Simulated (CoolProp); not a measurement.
A closed Brayton cycle with dry air: compressor inlet 321.15 K and 7.3 MPa, high pressure 14.1 MPa, turbine inlet 845 K, compressor efficiency 0.89, turbine efficiency 0.9, recuperator effectiveness 0 (on enthalpy, no pinch check). Each further row changes one setting.

Computed with CoolProp (reference Helmholtz-energy equation of state, Lemmon 2000). It is a pseudo-pure fit of the blend.

```
case                           thermal efficiency (%)  net work (kJ/kg)  compressor to turbine work  compressor exit (K)  turbine exit (K)
-----------------------------  ----------------------  ----------------  --------------------------  -------------------  ----------------
as stated                                        12.2              60.3                        0.56                396.9             724.1
turbine inlet 795 K                              11.9              52.2                           …                396.9                 …
compressor inlet 331.15 K                           …              57.6                        0.58                409.2             724.1
high pressure 12 MPa                              9.6                 …                           …                    …             752.1
recuperator effectiveness 0.5                       …              60.3                        0.56                396.9             724.1
```

Question: Complete the blanks.

Answer: 
- turbine inlet 795 K, compressor to turbine work: 0.60
- turbine inlet 795 K, turbine exit (K): 680.1
- compressor inlet 331.15 K, thermal efficiency (%): 12.0
- high pressure 12 MPa, net work (kJ/kg): 49.0
- high pressure 12 MPa, compressor to turbine work: 0.53
- high pressure 12 MPa, compressor exit (K): 377.1
- recuperator effectiveness 0.5, thermal efficiency (%): 19.0
